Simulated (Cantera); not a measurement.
# BF₃ + N₂ + H₂ (boron, boron nitride and boron oxide)

A closed system holds: 1 mol BF₃, 13 mol N₂, 0.18 mol H₂, at 10.0 mbar.

These are equilibrium values from Cantera (NASA tables, ideal gas, pure condensed phases), not measurements of a reactor. Candidate condensed phases: B, BN; 31 gas species. N₂ is the only nitrogen source here; it is nearly inert below about 1500 K, so the nitride shown seldom forms there in practice. The tables' values for BF₂ are old estimates; treat these amounts as uncertain. Kinetics and transport are ignored.

```csv
T (K),x N₂,x BF₃,x HF,x BF₂,x H₂,x BF,x H,n BN(s)
975,0.916,0.0699,0.00178,1.95e-8,0.0118,<1e-12,1.24e-9,0.00840
1125,0.916,0.0697,0.00250,1.18e-6,0.0114,3.60e-10,4.75e-8,0.0118
1275,0.916,0.0694,0.00322,2.67e-5,0.0111,7.65e-8,7.76e-7,0.0149
1425,0.916,0.0689,0.00390,0.000311,0.0107,5.19e-6,7.05e-6,0.0165
1575,0.915,0.0673,0.00451,0.00222,0.0103,0.000155,4.22e-5,0.00850
1725,0.913,0.0630,0.00804,0.00623,0.00845,0.000818,0.000171,0
1875,0.910,0.0573,0.0145,0.0107,0.00507,0.00182,0.000467,0
2025,0.907,0.0521,0.0205,0.0149,0.00189,0.00277,0.000837,0
```
x: gas mole fraction; n: condensed amount in mol.

From 975 K to 1575 K the condensed part is BN(s). From 1725 K to 2025 K nothing is condensed. The main B-bearing gas is BF₃ throughout.
